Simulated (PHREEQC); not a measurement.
Solution (55 °C): 0.47 mol H2SO4 and 3.4 mol KCl per kg of water. It is in equilibrium with CO2 at log p = 0 (atm). Otherwise closed; pH follows from the charge balance.

All values are PHREEQC results (Pitzer model, pitzer.dat), not measurements.

Each row changes one thing in this solution. No solid was allowed to form.

```tsv
case	pH	ionic strength (mol/kgw)	HCO3- (mol/kgw)
as made	0.09	3.95	1.77e-8
KCl left out	(withheld)	0.580	(withheld)
H2SO4 from 0.47 to 2.35 mol/kgw	-1.07	5.81	2.22e-9
H2SO4 left out	3.91	3.40	(withheld)
H2SO4 from 0.47 to 0.235 mol/kgw	0.42	3.71	(withheld)
temperature from 55 to 70 °C	0.12	3.93	1.36e-8
temperature from 55 to 5 °C	-0.08	4.10	3.51e-8
```

Problem. Some entries are withheld; supply them.

Solution. 
- KCl left out, pH: 0.37
- KCl left out, HCO3- (mol/kgw): 4.58e-8
- H2SO4 left out, HCO3- (mol/kgw): 0.000100
- H2SO4 from 0.47 to 0.235 mol/kgw, HCO3- (mol/kgw): 3.55e-8

Some of these states are supersaturated (in Arcanite, for instance). In brines, pH and single-ion activities rest on the MacInnes convention. Constants without temperature data keep their 25 °C values here.
